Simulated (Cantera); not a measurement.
A perfectly stirred reactor is fed with CH4 : H2 : O2 : N2 = 1 : 0.64 : 2.32 : 8.72 (molar parts), at 1.09 atm; it is adiabatic with a 550 K inlet, and is followed from long to short residence time, starting on the burning branch (τ in s: 0.072, 0.032, 0.015, 0.0066, 0.003, 0.0014, 0.00061, 0.00028, 0.00012, 5.6e-05, 2.5e-05).

Model: GRI-Mech 3.0 (53 species, 325 reactions), integrated in Cantera.

Task: Predict: blow-out, bracketed by the residence times tried; x(CH4) at τ = 72.0 ms; x(H2) at τ = 72.0 ms; x(O2) at τ = 72.0 ms; x(OH) at τ = 72.0 ms; x(CH4) at τ = 1.40 ms; x(H2) at τ = 1.40 ms; x(O2) at τ = 1.40 ms; x(OH) at τ = 1.40 ms.

Result: 
```json
{
 "blow_out_bracketed_by_the_residence_times_tried": "burning at 56.0 µs, out at 25.0 µs",
 "x(CH4) at τ = 72.0 ms": "2.09e-6",
 "x(H2) at τ = 72.0 ms": "0.00731",
 "x(O2) at τ = 72.0 ms": "0.00805",
 "x(OH) at τ = 72.0 ms": "0.00602",
 "x(CH4) at τ = 1.40 ms": "4.67e-5",
 "x(H2) at τ = 1.40 ms": "0.0139",
 "x(O2) at τ = 1.40 ms": "0.0159",
 "x(OH) at τ = 1.40 ms": "0.00977"
}
```
